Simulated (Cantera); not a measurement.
A Cantera script and its output.

```python
import numpy as np
import cantera as ct

gas = ct.Solution("gri30.yaml")
gas.TP = 300, 190000
flame = ct.CounterflowDiffusionFlame(gas, width=0.02)
flame.fuel_inlet.X, flame.fuel_inlet.T = {'CH4': 1, 'CO': 1.4}, 623
flame.oxidizer_inlet.X, flame.oxidizer_inlet.T = {'O2': 0.25, 'N2': 0.75}, 750
flame.set_refine_criteria(ratio=3, slope=0.12, curve=0.24, prune=0.03)
show = ['OH', 'H', 'NO', 'CO', 'C2H2']

rows = []
print(f"{'mdot':>8s}{'a_max':>10s}{'a_mean':>10s}{'Tmax/K':>9s}" + "".join(f"{s:>11s}" for s in show) + "   (peak mole fractions)")
for i, mdot in enumerate([0.47, 0.69, 1, 1.5, 2.1, 3.1, 4.5]):  # kg/m2/s on the oxidiser side
    flame.oxidizer_inlet.mdot, flame.fuel_inlet.mdot = mdot, 1 * mdot
    flame.solve(loglevel=0, auto=(i == 0))
    if flame.T.max() < max(623, 750) + 100:
        print(f"{mdot:8.3g}  no burning solution found from the previous one")
        break
    dT = np.abs(np.gradient(flame.T, flame.grid))
    rows.append([flame.strain_rate("max"), flame.strain_rate("mean"), flame.T.max(),
                 *(flame.X[gas.species_index(s)].max() for s in show), max(dT[0], dT[-1]) / dT.max()])
    print(f"{mdot:8.3g}{rows[-1][0]:10.1f}{rows[-1][1]:10.1f}{rows[-1][2]:9.1f}" + "".join(f"{x:11.3e}" for x in rows[-1][3:-1]))
```

It prints:

```
    mdot     a_max    a_mean   Tmax/K         OH          H         NO         CO       C2H2   (peak mole fractions)
    0.47     222.7      54.4   2487.8  1.235e-02  4.623e-03  1.035e-03  5.833e-01  1.526e-02
    0.69     318.4      79.9   2455.3  1.250e-02  4.912e-03  8.119e-04  5.833e-01  1.461e-02
       1     450.5     115.8   2424.7  1.266e-02  5.241e-03  6.703e-04  5.833e-01  1.397e-02
     1.5     659.3     173.7   2394.1  1.285e-02  5.657e-03  5.617e-04  5.833e-01  1.328e-02
     2.1     904.5     243.1   2368.9  1.290e-02  5.988e-03  4.870e-04  5.833e-01  1.266e-02
     3.1    1305.5     358.9   2344.1  1.288e-02  6.380e-03  4.153e-04  5.833e-01  1.189e-02
     4.5    1857.7     521.0   2322.6  1.280e-02  6.754e-03  3.557e-04  5.833e-01  1.118e-02
```

Cantera simulation using GRI-Mech 3.0 (53 species, 325 reactions); the numbers are that mechanism's predictions, not measurements. GRI-Mech 3.0 has no aromatics or soot, which form on the fuel side of real flames. The maximum strain rate includes the flame's own expansion and is several times the mean.
